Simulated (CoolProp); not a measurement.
A simple Rankine cycle with hexamethyldisiloxane (MM): condensing at 305.15 K, boiler at 0.336 MPa, turbine inlet 423.2 K, turbine efficiency 0.7, pump efficiency 0.8, no recuperator. Each further row changes one setting.

Computed with CoolProp (reference Helmholtz-energy equation of state, Thol 2016).

```json
[
 {"case": "as stated", "thermal efficiency (%)": "12.4", "net work (kJ/kg)": "50.8", "heat in (kJ/kg)": "411", "turbine exit temperature (K)": "388.1", "volume ratio over the turbine": "45.6"},
 {"case": "turbine inlet 443.2 K", "thermal efficiency (%)": "12.0", "net work (kJ/kg)": "53.8", "heat in (kJ/kg)": "449", "turbine exit temperature (K)": "408.4", "volume ratio over the turbine": "44.5"},
 {"case": "condensing temperature 297.15 K", "thermal efficiency (%)": "13.2", "net work (kJ/kg)": "56.1", "heat in (kJ/kg)": "426", "turbine exit temperature (K)": "385.0", "volume ratio over the turbine": "67.3"},
 {"case": "boiler pressure 0.235 MPa", "thermal efficiency (%)": "11.3", "net work (kJ/kg)": "47.0", "heat in (kJ/kg)": "415", "turbine exit temperature (K)": "392.6", "volume ratio over the turbine": "30.5"},
 {"case": "turbine efficiency 0.6", "thermal efficiency (%)": "10.6", "net work (kJ/kg)": "43.5", "heat in (kJ/kg)": "411", "turbine exit temperature (K)": "392.4", "volume ratio over the turbine": "46.1"}
]
```
